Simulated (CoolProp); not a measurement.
A single-stage vapour-compression cycle with isobutane: evaporating at 320.15 K (dew point), condensing at 369.15 K (bubble point), superheat 0 K, subcooling 0 K, compressor efficiency 0.6, no pressure losses. Each further row changes one setting.

Values from CoolProp's reference Helmholtz-energy equation of state, Bücker 2006.

| case | cooling COP | pressure ratio | discharge temperature (K) | refrigerating effect (kJ/kg) | volumetric capacity (kJ/m³) |
|---|---|---|---|---|---|
| as stated | [?] | 2.90 | 372.3 | 164 | 2670 |
| evaporating temperature 325.15 K | [?] | 2.56 | 371.9 | 170 | 3150 |
| condensing temperature 364.15 K | 2.99 | [?] | [?] | 179 | 2930 |
| subcooling 5 K | 2.75 | 2.90 | 372.3 | [?] | 2930 |
| superheat 10 K | [?] | 2.90 | 381.6 | 184 | [?] |
| compressor efficiency 0.5 | [?] | 2.90 | 377.2 | 164 | 2670 |

**Question.** Fill in the missing entries.

**Answer.** 
- as stated, cooling COP: 2.51
- evaporating temperature 325.15 K, cooling COP: 2.95
- condensing temperature 364.15 K, pressure ratio: 2.63
- condensing temperature 364.15 K, discharge temperature (K): 367.2
- subcooling 5 K, refrigerating effect (kJ/kg): 180
- superheat 10 K, cooling COP: 2.63
- superheat 10 K, volumetric capacity (kJ/m³): 2850
- compressor efficiency 0.5, cooling COP: 2.09
